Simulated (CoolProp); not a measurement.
The numbers come from the reference Helmholtz-energy equation of state, Lemmon 2006 in CoolProp. It is a short technical equation, of lower accuracy than the large ones.

Problem. For C2F6 (R116), give the phase and the cp (kJ/(kg K)), cv (kJ/(kg K)) at 258.7 K and 0.101 MPa; 319.6 K and 0.101 MPa.

Solution. 
- 258.7 K and 0.101 MPa: gas; cp 0.714, cv 0.648
- 319.6 K and 0.101 MPa: gas; cp 0.808, cv 0.745
